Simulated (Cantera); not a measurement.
Equilibrium for carbothermic reduction: SiO2 + CH4 + CO + C

Charge: 1 mol SiO2, 4.3 mol CH4, 0.012 mol CO, 0.31 mol C, equilibrated at 2200 K and 101000 Pa.

Cantera equilibrium calculation (NASA polynomials, part measured and part estimated; ideal gas, pure solids and liquids). Candidate condensed phases: C, C6H6, C7H8, C8H18, H2O, Si, SiC, SiO2; 123 gas species. Gases not in the tables: Si2H6 and higher silanes. Equilibrium is a limit: real reactors are often held back by kinetics, nucleation or transport.

```json
{
  "x(H2)": "0.803",
  "x(CO)": "0.186",
  "x(H)": "0.00502",
  "x(SiO)": "0.00264",
  "x(C2H2 (acetylene))": "0.00206",
  "x(CH4)": "0.000172",
  "x(Si)": "3.91e-5",
  "x(SiH2)": "2.57e-5",
  "x(CH3)": "2.06e-5",
  "n(C(graphite))": "1.62 mol",
  "n(SiC(s))": "0.971 mol",
  "gas_amount": "10.64 mol",
  "log10 activity of Si(l) (absent)": "-0.97"
}
```
